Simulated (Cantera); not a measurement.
Input: 1 mol AlN, 10 mol H2, 0.26 mol H2O, equilibrated at 1302 °C and 0.0668 Torr.

These are equilibrium values from Cantera (NASA tables, ideal gas, pure condensed phases), not measurements of a reactor. Candidate condensed phases: Al, AlN, Al2O3, H2O; 35 gas species. Mutual solubility and eutectic melting of coexisting phases are not modelled. Rates play no part.

Base state: H2 0.974, N2 0.0130, Al 0.00733, H 0.00435, Al2O 0.00165, AlH 6.23e-5 (mole fractions); condensed: AlN(s) + Al2O3(s).

Question: What changes in the equilibrium state with this change: AlN replaced by Si3N4?

Answer: 
| species | before | after |
|---|---|---|
| H2 | 0.974 | 0.815 |
| N2 | 0.0130 | 0.159 |
| SiO | 0 | 0.0207 |
| Al | 0.00733 | 0 |
| Al2O | 0.00165 | 0 |
| Si | 0 | 0.000645 |
| AlH | 6.23e-5 | 0 |
| SiH | 0 | 1.31e-5 |
| AlN(s), mol | 0.726 | 0 |
| Al2O3(s), mol | 0.0809 | 0 |
| Si(s), mol | 0 | 2.73 |
Further candidate phases: Si, SiO2, Si2N2O, Si3N4.

Question: What changes in the equilibrium state with this change: temperature from 1302 °C to 1377 °C?

Answer: 
```
species         before     after
-------------  -------  --------
H2               0.974     0.900
Al             0.00733    0.0396
N2              0.0130    0.0368
Al2O           0.00165    0.0138
AlH            6.23e-5  0.000251
AlOH           2.84e-6   1.14e-5
H              0.00435   0.00914
AlN(s), mol      0.726     0.166
Al2O3(s), mol   0.0809    0.0345
```
The tables' values for AlOH are old estimates; treat these amounts as uncertain.
